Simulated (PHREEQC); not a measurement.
0.01 mol of Fluorite (CaF2) is brought to equilibrium with 1 kg of water holding 0.01 mol/kgw NaCl, at 25 °C, the pH being set by adding NaOH or HCl. O2 is buffered at 0.21 atm. The system is closed to CO2. Solids allowed: Fluorite, Portlandite. Others were left out.

The numbers come from PHREEQC with the ion-association model, wateq4f.dat.

```
pH   dissolved Ca (mol/kgw)  dissolved F (mol/kgw)  HF (mol/kgw)
---  ----------------------  ---------------------  ------------
4                  0.000249               0.000498       5.85e-5
4.3                0.000239               0.000478       2.99e-5
4.6                0.000234               0.000468       1.52e-5
4.9                0.000231               0.000462       7.64e-6
5.2                0.000230               0.000460       3.84e-6
5.8                0.000229               0.000458       9.66e-7
6.1                0.000229               0.000458       4.84e-7
6.4                0.000229               0.000457       2.43e-7
6.7                0.000229               0.000457       1.22e-7
7                  0.000229               0.000457       6.10e-8
7.3                0.000229               0.000457       3.06e-8
7.6                0.000229               0.000457       1.53e-8
7.9                0.000229               0.000457       7.68e-9
8.2                0.000229               0.000457       3.85e-9
8.8                0.000229               0.000457      9.67e-10
9.1                0.000229               0.000457      4.85e-10
9.4                0.000229               0.000457      2.43e-10
9.7                0.000229               0.000458      1.22e-10
10                 0.000229               0.000458      6.11e-11
```
